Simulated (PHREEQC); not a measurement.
Make-up at 78 °C: 53 mmol/kgw NaBr, 2.5 mmol/kgw MnCl2 and 33 mmol/kgw NaCl. Closed to the air; pH follows from the charge balance.

Computed with PHREEQC (ion-association model, wateq4f.dat).

Task: The ionic strength comes out as 0.0932 mol/kgw. What activity coefficients do MnCl+, Mn+2, Na+, Cl-, MnOH+ get?

Result: MnCl+ 0.77, Mn+2 0.37, Na+ 0.77, Cl- 0.75, MnOH+ 0.77.

No solid was allowed to form. At this temperature some constants are extrapolated from 25 °C, and those without enthalpy data are left unchanged.
